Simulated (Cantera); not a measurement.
A closed system holds: 1 mol FeS₂, 2 mol H₂, at 1200 K and 0.133 bar.

These are equilibrium values from Cantera (NASA tables, ideal gas, pure condensed phases), not measurements of a reactor. Candidate condensed phases: Fe, FeS, FeS₂, S; 8 gas species. FeS: taken at fixed stoichiometry. Gases not in the tables: S₃ to S₇. Equilibrium is a limit: real reactors are often held back by kinetics, nucleation or transport.

Base state: H₂ 0.519, H₂S 0.469, S₂ 0.0123, SH 0.000292 (mole fractions); condensed: FeS(s).

Question: What changes in the equilibrium state with this change: temperature from 1200 K to 1650 K?

Answer: 
| species | before | after |
|---|---|---|
| H₂ | 0.519 | 0.694 |
| H₂S | 0.469 | 0.170 |
| S₂ | 0.0123 | 0.128 |
| S | 1.60e-7 | 0.000194 |
| H | 3.89e-7 | 0.000207 |
| SH | 0.000292 | 0.00828 |
| FeS(s), mol | 1.00 | 0 |
| FeS(l), mol | 0 | 1.000 |
